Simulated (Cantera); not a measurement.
A freely propagating, adiabatic, planar premixed flame of 32.0 % H₂, 18.4 % O₂, 49.6 % N₂, unburnt at 625 K and 10.0 bar; mixture-averaged transport, grid criteria slope 0.08 and curve 0.16, no radiation.

Detailed kinetics in Cantera: the H2/O2 subset of GRI-Mech 3.0, which has no nitrogen chemistry. The hydrogen kinetics of GRI-Mech 3.0 are dated; newer H2 mechanisms differ, most at raised pressure. Burning velocities carry a grid error of a few per cent, more on coarse grids.

Predict: laminar burning velocity; thermal thickness; peak x(O); peak x(OH); peak x(H₂O₂).


```json
{
 "laminar_burning_velocity": "825 cm/s",
 "thermal_thickness": "0.0225 mm",
 "peak x(O)": "0.0113",
 "peak x(OH)": "0.0271",
 "peak x(H₂O₂)": "0.000144"
}
```
